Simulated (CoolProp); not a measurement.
The numbers come from the reference Helmholtz-energy equation of state, Akasaka 2022 in CoolProp.

Problem. For R1233zd(E), give the phase and the cp (kJ/(kg K)), Joule-Thomson coefficient (K/MPa) at 26.85 °C and 0.101 MPa; 120.85 °C and 0.101 MPa.

Solution. 
- 26.85 °C and 0.101 MPa: gas; cp 0.802, Joule-Thomson coefficient 30.7
- 120.85 °C and 0.101 MPa: gas; cp 0.924, Joule-Thomson coefficient 13.4
